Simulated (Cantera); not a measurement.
Feed: 1 mol N2O, 1.1 mol H2, 0.26 mol O2, equilibrated at 250 bar.

Equilibrium computed with Cantera from the NASA thermochemical tables; the gas is ideal and each condensed phase is pure. Candidate condensed phases: H2O; 24 gas species. The ideal-gas law is rough above about 30 bar. The numbers say what is thermodynamically allowed, not how fast it happens.

Q: At 1025 K, list the 4 most abundant gas species with their mole fractions, and the condensed phases.

A: H2O 0.476, N2 0.433, O2 0.0909, NO 1.99e-5. Condensed: gas only.
